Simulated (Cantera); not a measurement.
**Pb + CO + N2 (iron carbonyl, mercury and lead vapours)**

Input: 1 mol Pb, 0.28 mol CO, 0.14 mol N2, held at 93.0 mbar.

Equilibrium computed with Cantera from the NASA thermochemical tables; the gas is ideal and each condensed phase is pure. Candidate condensed phases: C, Pb, PbO, PbO2, Pb3O4; 27 gas species. The numbers say what is thermodynamically allowed, not how fast it happens.

```csv
T (K),x CO,x N2,x CO2,x Pb,x Pb2,x PbO,n C(graphite),n Pb(l)
900,0.496,0.376,0.128,1.47e-5,8.73e-12,<1e-12,0.0476,1.000
950,0.594,0.352,0.0548,5.41e-5,7.74e-11,3.57e-12,0.0218,1.000
1000,0.638,0.340,0.0215,0.000174,5.48e-10,1.13e-11,0.00883,1.000
1050,0.655,0.336,0.00853,0.000500,3.21e-9,3.08e-11,0.00355,1.000
1100,0.661,0.334,0.00359,0.00130,1.59e-8,7.56e-11,0.00150,0.999
1150,0.662,0.333,0.00161,0.00312,6.81e-8,1.70e-10,0.000677,0.999
1200,0.661,0.331,0.000768,0.00692,2.58e-7,3.56e-10,0.000325,0.997
1250,0.657,0.329,0.000386,0.0144,8.74e-7,6.99e-10,0.000164,0.994
1300,0.648,0.324,0.000202,0.0282,2.69e-6,1.29e-9,8.72e-5,0.988
1350,0.631,0.316,0.000108,0.0526,7.58e-6,2.25e-9,4.79e-5,0.977
1400,0.604,0.302,5.82e-5,0.0937,1.98e-5,3.69e-9,0,0.957
```
x: gas mole fraction; n: condensed amount in mol.

From 900 K to 1350 K the condensed part is C(graphite) + Pb(l). At 1400 K the condensed part is Pb(l). The main Pb-bearing gas is Pb throughout.
